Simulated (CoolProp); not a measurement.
Vapour-liquid equilibrium of CHF3 (R23) (1) + C2F6 (R116) (2) at 0.644 MPa; x and y are mole fractions of (1).

The numbers come from the multi-fluid Helmholtz-energy mixture model, Penoncello 2003 and Lemmon 2006; pair parameters Bell 2016 in CoolProp.

```json
[
 {"x": "0.05", "bubble temperature, mixture model (K)": "234.7", "bubble temperature, Raoult's law (K)": "237.7", "y, mixture model": "?", "y, Raoult's law": "0.065"},
 {"x": "0.125", "bubble temperature, mixture model (K)": "231.1", "bubble temperature, Raoult's law (K)": "237.0", "y, mixture model": "0.277", "y, Raoult's law": "0.158"},
 {"x": "0.2", "bubble temperature, mixture model (K)": "228.8", "bubble temperature, Raoult's law (K)": "236.4", "y, mixture model": "0.370", "y, Raoult's law": "0.247"},
 {"x": "0.275", "bubble temperature, mixture model (K)": "227.3", "bubble temperature, Raoult's law (K)": "235.8", "y, mixture model": "?", "y, Raoult's law": "0.332"},
 {"x": "0.35", "bubble temperature, mixture model (K)": "226.4", "bubble temperature, Raoult's law (K)": "235.2", "y, mixture model": "0.484", "y, Raoult's law": "0.414"},
 {"x": "0.425", "bubble temperature, mixture model (K)": "225.8", "bubble temperature, Raoult's law (K)": "234.6", "y, mixture model": "0.524", "y, Raoult's law": "0.492"},
 {"x": "0.5", "bubble temperature, mixture model (K)": "225.4", "bubble temperature, Raoult's law (K)": "234.0", "y, mixture model": "0.559", "y, Raoult's law": "0.567"},
 {"x": "0.575", "bubble temperature, mixture model (K)": "225.3", "bubble temperature, Raoult's law (K)": "233.5", "y, mixture model": "?", "y, Raoult's law": "0.639"},
 {"x": "0.65", "bubble temperature, mixture model (K)": "225.3", "bubble temperature, Raoult's law (K)": "233.0", "y, mixture model": "?", "y, Raoult's law": "0.708"},
 {"x": "0.725", "bubble temperature, mixture model (K)": "225.5", "bubble temperature, Raoult's law (K)": "232.5", "y, mixture model": "0.668", "y, Raoult's law": "0.775"},
 {"x": "0.8", "bubble temperature, mixture model (K)": "226.0", "bubble temperature, Raoult's law (K)": "232.0", "y, mixture model": "0.720", "y, Raoult's law": "0.839"},
 {"x": "0.875", "bubble temperature, mixture model (K)": "227.0", "bubble temperature, Raoult's law (K)": "231.5", "y, mixture model": "0.791", "y, Raoult's law": "0.901"},
 {"x": "0.95", "bubble temperature, mixture model (K)": "228.8", "bubble temperature, Raoult's law (K)": "231.0", "y, mixture model": "0.897", "y, Raoult's law": "0.961"}
]
```

Q: Some entries are withheld; supply them.

A: 
- 0.05, y, mixture model: 0.137
- 0.275, y, mixture model: 0.435
- 0.575, y, mixture model: 0.592
- 0.65, y, mixture model: 0.627

The largest gap from Raoult's law is -8.8 K in bubble temperature, at x = 0.425. y crosses x between x = 0.575 and 0.65: the model has an azeotrope there.

The pair parameters rest on a limited set of measurements; away from them the model extrapolates.
